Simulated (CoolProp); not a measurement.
Computed with CoolProp (reference Helmholtz-energy equation of state, Lemmon 2016).

Problem. For R115, give the phase and the density (kg/m³), isothermal compressibility (1/MPa), expansivity (1/kK) at 350.9 K and 5070 kPa; 444.1 K and 5070 kPa; 500 K and 5070 kPa.

Solution. 
- 350.9 K and 5070 kPa: liquid; density 1030, isothermal compressibility 0.0386, expansivity 7.95
- 444.1 K and 5070 kPa: supercritical; density 285, isothermal compressibility 0.259, expansivity 6.02
- 500 K and 5070 kPa: supercritical; density 220, isothermal compressibility 0.226, expansivity 3.66
